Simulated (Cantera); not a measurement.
An adiabatic, constant-volume homogeneous reactor starts with H2 : O2 : N2 = 1 : 0.455 : 1.71 (molar parts), equivalence ratio 1.1, at 1200 K and 101000 Pa. Integrator tolerance rtol = 1e-08.

Model: the H2/O2 subset of GRI-Mech 3.0, which has no nitrogen chemistry, integrated in Cantera.

What does this change do: H2 1 to 1.5 parts?


```json
[
 {"quantity": "time of steepest temperature rise", "before": "44.5 µs", "after": "47.2 µs"},
 {"quantity": "temperature at 0.500 s", "before": "2966 K", "after": "2931 K"},
 {"quantity": "equilibrium temperature", "before": "2966 K", "after": "2931 K"},
 {"quantity": "x(H2) at 0.500 s", "before": "0.0651 (gas-phase equilibrium 0.0651)", "after": "0.173 (gas-phase equilibrium 0.173)"},
 {"quantity": "x(O2) at 0.500 s", "before": "0.0114 (gas-phase equilibrium 0.0114)", "after": "0.00122 (gas-phase equilibrium 0.00122)"},
 {"quantity": "x(H) at 0.500 s", "before": "0.0244 (gas-phase equilibrium 0.0244)", "after": "0.0357 (gas-phase equilibrium 0.0357)"},
 {"quantity": "x(HO2) at 0.500 s", "before": "8.80e-6 (gas-phase equilibrium 8.80e-6)", "after": "1.52e-6 (gas-phase equilibrium 1.52e-6)"},
 {"quantity": "x(O) at 0.500 s", "before": "0.00721 (gas-phase equilibrium 0.00721)", "after": "0.00209 (gas-phase equilibrium 0.00209)"}
]
```

What does this change do: N2 1.71 to 4.5 parts?


```tsv
quantity	before	after
time of steepest temperature rise	44.5 µs	86.9 µs
temperature at 0.500 s	2966 K	2487 K
equilibrium temperature	2966 K	2487 K
x(H2) at 0.500 s	0.0651 (gas-phase equilibrium 0.0651)	0.0195 (gas-phase equilibrium 0.0195)
x(O2) at 0.500 s	0.0114 (gas-phase equilibrium 0.0114)	0.00106 (gas-phase equilibrium 0.00106)
x(H) at 0.500 s	0.0244 (gas-phase equilibrium 0.0244)	0.00239 (gas-phase equilibrium 0.00239)
x(HO2) at 0.500 s	8.80e-6 (gas-phase equilibrium 8.80e-6)	3.90e-7 (gas-phase equilibrium 3.90e-7)
x(O) at 0.500 s	0.00721 (gas-phase equilibrium 0.00721)	0.000319 (gas-phase equilibrium 0.000319)
```
